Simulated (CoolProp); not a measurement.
Properties of propylene glycol along the isotherm 354 K.

Values from CoolProp's reference Helmholtz-energy equation of state, Eisenbach 2021.

```csv
p (bar),phase,cp (kJ/(kg K)),cv (kJ/(kg K)),speed of sound (m/s),Joule-Thomson coefficient (K/MPa),isothermal compressibility (1/MPa),fugacity coefficient
2.31,liquid,2.804,2.428,1349,-0.2558,0.0006420,0.004480
3.48,liquid,2.804,2.428,1349,-0.2558,0.0006415,0.002983
5.25,liquid,2.804,2.428,1350,-0.2559,…,0.001986
7.92,liquid,2.804,2.428,1351,-0.2560,0.0006393,0.001326
11.9,liquid,2.803,2.427,…,-0.2561,0.0006374,…
18,liquid,2.803,2.427,1356,-0.2563,0.0006345,0.0005990
27.2,liquid,2.802,2.427,1360,-0.2566,0.0006301,0.0004060
41,liquid,2.801,2.426,1366,-0.2571,0.0006238,0.0002792
61.9,liquid,…,2.425,1376,-0.2578,0.0006145,0.0001953
93.3,liquid,2.796,2.424,1389,-0.2587,0.0006011,0.0001406
141,liquid,2.792,2.423,…,-0.2601,0.0005821,0.0001053
212,liquid,2.787,2.421,1438,-0.2620,0.0005564,8.416e-5
320,liquid,2.780,2.418,1478,-0.2644,0.0005223,7.363e-5
483,liquid,2.771,2.415,1535,-0.2674,0.0004795,7.400e-5
729,liquid,2.759,2.411,1612,-0.2708,0.0004289,9.139e-5
```

Problem. Complete the blanks.

Solution. 
- 5.25, isothermal compressibility (1/MPa): 0.0006406
- 11.9, speed of sound (m/s): 1353
- 11.9, fugacity coefficient: 0.0008917
- 61.9, cp (kJ/(kg K)): 2.799
- 141, speed of sound (m/s): 1409
